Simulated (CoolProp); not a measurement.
Vapour-liquid equilibrium of R125 (1) + dimethyl ether (2) at 62.4 kPa; x and y are mole fractions of (1).

Model: multi-fluid Helmholtz-energy mixture model, Lemmon 2005 and Wu 2011; pair parameters Bell 2016, in CoolProp.

| x | bubble temperature (°C) | y at the bubble point | dew temperature at overall composition x (°C) | liquid density (mol/L) |
|---|---|---|---|---|
| 0.05 | -36.0 | 0.076 | ? | 16.08 |
| 0.15 | -37.3 | 0.230 | -36.6 | 15.70 |
| 0.25 | -38.9 | 0.383 | -37.5 | ? |
| 0.35 | -40.9 | 0.532 | -38.5 | 15.00 |
| 0.45 | -43.2 | ? | -39.7 | 14.67 |
| 0.55 | -45.9 | 0.782 | -41.2 | 14.35 |
| 0.65 | -48.7 | 0.871 | -42.9 | 14.04 |
| 0.75 | -51.6 | ? | -45.0 | 13.73 |
| 0.85 | -54.3 | ? | -47.9 | 13.41 |
| 0.95 | ? | 0.994 | -52.6 | 13.07 |

Problem. Some entries are withheld; supply them.

Solution. 
- 0.05, dew temperature at overall composition x (°C): -35.7
- 0.25, liquid density (mol/L): 15.34
- 0.45, y at the bubble point: 0.667
- 0.75, y at the bubble point: 0.933
- 0.85, y at the bubble point: 0.972
- 0.95, bubble temperature (°C): -56.5

No azeotrope shows between x = 0.05 and 0.95.

Pair parameters are fitted to limited data, so mixtures are less certain than the pure fluids.
